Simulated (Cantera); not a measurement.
**Thermodynamics of silicon etching in halogen gases, feed Si + HCl + H₂**

Feed: 1 mol Si, 2.4 mol HCl, 2.3 mol H₂, equilibrated at 802 °C and 1330 Pa.

Equilibrium computed with Cantera from the NASA thermochemical tables; the gas is ideal and each condensed phase is pure. Candidate condensed phases: Si; 19 gas species. The tables' values for SiCl₃ are old estimates; treat these amounts as uncertain. Kinetics and transport are ignored.

- x(H₂) = 0.801
- x(SiCl₄) = 0.106
- x(HCl) = 0.0584
- x(SiHCl₃) = 0.0181
- x(SiCl₂) = 0.00830
- x(SiCl₃) = 0.00745
- x(SiH₂Cl₂) = 0.000361
- x(SiH₃Cl) = 1.89e-6
- n(Si(s)) = 0.416 mol
- gas amount = 4.166 mol
